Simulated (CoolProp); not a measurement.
Computed with CoolProp (reference Helmholtz-energy equation of state, Lemmon 2013).

Task: For propylene, give the phase and the density (kg/m³), isothermal compressibility (1/MPa), Prandtl number at 296.7 K and 3.95 MPa; 337.5 K and 3.95 MPa; 364.7 K and 3.95 MPa.

Result: 
- 296.7 K and 3.95 MPa: liquid; density 518, isothermal compressibility 0.00549, Prandtl number 2.26
- 337.5 K and 3.95 MPa: liquid; density 434, isothermal compressibility 0.0203, Prandtl number 2.35
- 364.7 K and 3.95 MPa: gas; density 94.4, isothermal compressibility 0.586, Prandtl number 1.40

Viscosity comes from a separate model (Huber 2003), an estimate that may be off by 10 % or more. Thermal conductivity comes from a separate model (Huber 2003), an estimate that may be off by 10 % or more.
